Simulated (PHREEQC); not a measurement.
0.1 g of hydrous ferric oxide (600 m²/g; 0.2 weak and 0.005 strong sites per Fe, Dzombak-Morel constants, diffuse double layer) in 1 kg of water with 0.1 mol/kgw of an inert sodium salt and 6.4e-05 mol/kgw Na2HAsO4 and 0.00019 mol/kgw ZnSO4, at 25 °C; the pH is set by adding NaOH or the inert anion's acid. Oxygen is held at 0.21 atm. No CO2 enters from the air. Precipitation was switched off in this run.

The series has 13 steps of pH, from 3 to 11.

The numbers come from PHREEQC with the ion-association model, wateq4f.dat.

Near which pH is half of the Zn sorbed, and on which side is more sorbed?

Near pH 7.1, with more sorbed at higher pH.

At which pH does the surface charge pass through zero?

Near pH 7.6.

Along this series the solution becomes supersaturated in solids that the run did not let form, among them Zn(OH)2-a. The database has no arsenate complexes of Zn. The oxide is taken as insoluble; below pH 4 it would dissolve.
